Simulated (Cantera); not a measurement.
A closed system holds: 1 mol SiH₂Cl₂, 0.31 mol Cl₂, 130 mol N₂, at 0.210 bar.

These are equilibrium values from Cantera (NASA tables, ideal gas, pure condensed phases), not measurements of a reactor. Candidate condensed phases: NH₄Cl, Si, Si₃N₄; 28 gas species. The tables' values for SiCl₃ are old estimates; treat these amounts as uncertain. The numbers say what is thermodynamically allowed, not how fast it happens.

Task: At 1675 K, list the 4 most abundant gas species with their mole fractions, and the condensed phases.

Result: N₂ 0.983, HCl 0.0101, SiCl₂ 0.00421, H₂ 0.00253. Condensed: Si₃N₄(s).
